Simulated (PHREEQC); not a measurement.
Make-up at 20 °C: 0.0022 mol/kgw KH2PO4 and 3.2e-05 mol/kgw K2HPO4. Closed to the air; pH follows from the charge balance.

The numbers come from PHREEQC with the ion-association model, wateq4f.dat.

```tsv
quantity	before	after
pH	5.38	2.75
ionic strength (mol/kgw)	0.00231	0.00611
H2PO4- (mol/kgw)	0.00219	2.60e-5
HPO4-2 (mol/kgw)	3.74e-5	1.12e-9
```

Problem. Name the change that produced these shifts.
(A) KH2PO4 replaced by KHSO4 at the same molality
(B) KH2PO4 replaced by KCl at the same molality
(C) K2HPO4 left out
(D) diluted 100-fold with water
(E) K2HPO4 from 3.2e-05 to 4.8e-05 mol/kgw

Solution. A, KH2PO4 replaced by KHSO4 at the same molality

No solid was allowed to form. H3PO4, which wateq4f.dat lacks, is added to it with the constant of phreeqc.dat.
